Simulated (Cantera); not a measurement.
Input (Python, Cantera):

```python
import numpy as np
import cantera as ct

gas = ct.Solution("gri30.yaml")
gas.TPX = 525, 25000, {'CH4': 1, 'C2H6': 1, 'C3H8': 0.041, 'O2': 5.82, 'N2': 21.9}
flame = ct.FreeFlame(gas, width=0.11)
flame.set_refine_criteria(ratio=3, slope=0.08, curve=0.16)
flame.transport_model = "unity-Lewis-number"
flame.solve(loglevel=0, auto=True)
z, T = flame.grid, flame.T
thick = (T[-1] - T[0]) / np.gradient(T, z).max()
show = ['CH4', 'C2H6', 'C3H8', 'C2H4', 'NO', 'C2H2']
print(f"laminar burning velocity  {flame.velocity[0] * 100:.3f} cm/s")
print(f"burnt temperature         {T[-1]:.1f} K")
print(f"thermal thickness         {thick * 1e3:.4f} mm")
print(f"grid points               {len(z)}")
z0 = z[flame.heat_release_rate.argmax()]
print(f"{'z/mm':>9s}{'T/K':>9s}{'u/(m/s)':>9s}" + "".join(f"{s:>11s}" for s in show))
rows = []
for k in (-3, -2, -1.5, -1, -0.5, -0.25, 0, 0.25, 0.5, 1, 2, 4, 8):
    zz = z0 + k * thick
    rows.append([k * thick, np.interp(zz, z, T), np.interp(zz, z, flame.velocity),
                 *(np.interp(zz, z, flame.X[gas.species_index(s)]) for s in show)])
    print(f"{rows[-1][0] * 1e3:9.3f}{rows[-1][1]:9.1f}{rows[-1][2]:9.3f}" + "".join(f"{x:11.3e}" for x in rows[-1][3:]))
```

Output:

```
laminar burning velocity  89.001 cm/s
burnt temperature         2296.5 K
thermal thickness         1.3348 mm
grid points               152
     z/mm      T/K  u/(m/s)        CH4       C2H6       C3H8       C2H4         NO       C2H2
   -4.004    525.2    0.890  3.360e-02  3.359e-02  1.377e-03  1.160e-06  7.356e-10  8.022e-08
   -2.670    527.5    0.894  3.354e-02  3.353e-02  1.375e-03  1.273e-05  8.155e-09  8.808e-07
   -2.002    535.9    0.909  3.335e-02  3.328e-02  1.366e-03  5.526e-05  3.673e-08  3.826e-06
   -1.335    591.6    1.006  3.206e-02  3.159e-02  1.307e-03  3.384e-04  2.726e-07  2.359e-05
   -0.667    935.1    1.618  2.370e-02  2.086e-02  9.229e-04  1.881e-03  2.815e-06  1.523e-04
   -0.334   1318.3    2.330  1.369e-02  8.827e-03  4.115e-04  2.643e-03  6.466e-06  3.120e-04
    0.000   1712.5    3.094  2.927e-03  4.574e-04  1.520e-05  9.055e-04  1.156e-05  3.590e-04
    0.334   1835.9    3.330  1.232e-04  7.518e-07  1.003e-08  2.362e-05  1.672e-05  3.248e-05
    0.667   1863.4    3.376  2.714e-06  4.373e-10  2.231e-12  2.455e-07  1.963e-05  6.487e-07
    1.335   1899.3    3.433  8.361e-09  4.595e-14  1.115e-16  3.349e-10  2.304e-05  1.424e-09
    2.670   1950.4    3.511  1.332e-12  1.737e-19  1.696e-22  2.046e-14  2.868e-05  1.443e-13
    5.339   2020.0    3.617  3.202e-17  3.709e-27  2.078e-31  4.136e-21  3.949e-05  6.334e-20
   10.678   2101.1    3.738  1.665e-17  5.783e-31 -1.300e-42  1.137e-26  6.199e-05  6.934e-22
```

Detailed kinetics in Cantera: GRI-Mech 3.0 (53 species, 325 reactions). Unity Lewis numbers drop preferential diffusion, which matters most where H2 and H carry the flame. Burning velocities carry a grid error of a few per cent, more on coarse grids.
